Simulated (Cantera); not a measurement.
## Transport properties of process gases

Gas mixture: 100 % NO, at 0.0263 atm, frozen composition.

Cantera's kinetic-theory transport with the Lennard-Jones parameters of GRI-Mech 3.0, ideal gas; thermal conductivity in the multicomponent form. The composition is frozen, though it would react at the higher temperatures.

```
T (K)  ρ (kg/m³)  cp (J/kg/K)  μ (µPa s)  λ (mW/m/K)     Pr  D (cm²/s) NH3  D (cm²/s) C2H2  D (cm²/s) N2
-----  ---------  -----------  ---------  ----------  -----  -------------  --------------  ------------
400       0.0241        998.6       23.1        32.5  0.711           14.3            10.5          12.9
550       0.0175         1028       28.9        41.9  0.709           25.8            18.3          22.2
700       0.0137         1067       34.0        51.2  0.708           39.6            27.8          33.3
850       0.0113         1104       38.6        60.2  0.708           55.7            38.6          46.2
1000     0.00962         1133       42.9        68.8  0.707           73.7            50.8          60.6
1150     0.00837         1153       47.0        76.7  0.707           93.7            64.3          76.4
```
D: mixture-averaged diffusion coefficient of that species in the mixture.
